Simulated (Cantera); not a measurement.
Charge: 1 mol CH3F, 0.072 mol CH4, 19 mol H2, equilibrated at 2123.15 K and 47000 Pa.

These are equilibrium values from Cantera (NASA tables, ideal gas, pure condensed phases), not measurements of a reactor. Candidate condensed phases: C, C6H6, C7H8, C8H18; 95 gas species. Rates play no part.

Base state: H2 0.946, HF 0.0472, H 0.00509, C2H2 (acetylene) 0.00157, CH4 0.000131, CH3 1.37e-5 (mole fractions); condensed: C(graphite).

### Question
What changes in the equilibrium state with this change: temperature from 2123.15 K to 1273 K?

### Answer
```
species             before    after
----------------  --------  -------
H2                   0.946    0.949
HF                  0.0472   0.0475
CH4               0.000131  0.00397
H                  0.00509  1.01e-6
C2H2 (acetylene)   0.00157  3.52e-7
CH3                1.37e-5  8.28e-8
C(graphite), mol      1.00    0.988
```

### Question
What changes in the equilibrium state with this change: pressure from 47000 Pa to 1800 Pa?

### Answer
```tsv
species	before	after
H2	0.946	0.926
HF	0.0472	0.0467
H	0.00509	0.0258
CH4	0.000131	4.82e-6
CH3	1.37e-5	2.60e-6
C2H2 (acetylene)	0.00157	0.00153
C(graphite), mol	1.00	1.01
```
